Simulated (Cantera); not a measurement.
Input: 1 mol TEOS, 2.2 mol O3, equilibrated at 1750 K and 100000 Pa.

Method: chemical equilibrium by Gibbs-energy minimisation in Cantera with the NASA 1993 tables (ideal gas, pure condensed phases). Candidate condensed phases: C, C6H6, C7H8, C8H18, H2O, Si, SiC, SiO2; 123 gas species. The feed counts by its element totals alone. The tables hold silica as quartz up to 1696 K and as liquid above; real silica turns to tridymite and cristobalite and melts near 1996 K. Gases not in the tables: Si(OH)4. Kinetics and transport are ignored.

Base state: H2 0.528, CO 0.438, H2O 0.0271, CO2 0.00622, H 0.000169, SiO 1.56e-5 (mole fractions); condensed: SiO2(condensed).

Task: What changes in the equilibrium state with this change: 1.7 mol H2O added?

Result: 
```json
[
 {"species": "H2", "before": "0.528", "after": "0.498"},
 {"species": "CO", "before": "0.438", "after": "0.385"},
 {"species": "H2O", "before": "0.0271", "after": "0.0962"},
 {"species": "CO2", "before": "0.00622", "after": "0.0206"},
 {"species": "SiO", "before": "1.56e-5", "after": "4.16e-6"},
 {"species": "H", "before": "0.000169", "after": "0.000164"},
 {"species": "SiO2(condensed), mol", "before": "1.000", "after": "1.000"}
]
```
